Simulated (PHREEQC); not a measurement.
A column of 0.1 m (40 cells, dispersivity 0.005 m, 720 s a shift, diffusion coefficient 3e-10 m²/s) holds 0.02 eq of the database's cation exchanger X per kg of pore water, first in equilibrium with 0.032 mol/kgw MgSO4, 0.079 mol/kgw KCl and 1e-05 mol/kgw HCl. It is flushed with 40 mmol/kgw LiCl and 0.01 mmol/kgw HCl, at 25 °C. Values are for the last cell. No CO2 enters from the air. Precipitation was switched off in this run.

The numbers come from PHREEQC with the ion-association model, phreeqc.dat.

Task: Predict Li in solution (mol/kgw), S in solution (mol/kgw), Mg in solution (mol/kgw), K in solution (mol/kgw) at pore volumes = 0.2125, 1.012.

Result: 
| pore volumes | Li in solution (mol/kgw) | S in solution (mol/kgw) | Mg in solution (mol/kgw) | K in solution (mol/kgw) |
|---|---|---|---|---|
| 0.2125 | 3.22e-10 | 0.0320 | 0.0320 | 0.0790 |
| 1.012 | 0.0184 | 0.0135 | 0.0120 | 0.0411 |

Species that the database lacks are ignored.
